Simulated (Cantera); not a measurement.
Charge: 1 mol (CH₃)₂SiCl₂, 2.7 mol HCl, 46 mol H₂, equilibrated at 2100 K and 6.00 mbar.

Cantera equilibrium calculation (NASA polynomials, part measured and part estimated; ideal gas, pure solids and liquids). Candidate condensed phases: C, C₆H₆, C₇H₈, C₈H₁₈, Si, SiC; 109 gas species. The feed counts by its element totals alone. The tables' values for SiCl are old estimates; treat these amounts as uncertain. Gases not in the tables: Si₂H₆ and higher silanes. The numbers say what is thermodynamically allowed, not how fast it happens.

Base state: H₂ 0.873, HCl 0.0818, H 0.0376, Cl 0.00259, Si 0.00173, SiCl₂ 0.00128, C₂H₂ (acetylene) 0.00126, SiCl 0.000221 (mole fractions); condensed: C(graphite) + SiC(s).

Question: What changes in the equilibrium state with this change: H₂ from 46 to 730 mol?

Answer: 
```csv
species,before,after
H₂,0.873,0.952
H,0.0376,0.0392
HCl,0.0818,0.00604
Cl,0.00259,0.000183
Si,0.00173,0.00113
SiCl₂,0.00128,4.19e-6
SiCl,0.000221,1.02e-5
Si₂C,7.09e-5,2.89e-5
SiC₂,0.000112,6.61e-5
"C(graphite), mol",1.04,0
"SiC(s), mol",0.807,0
```
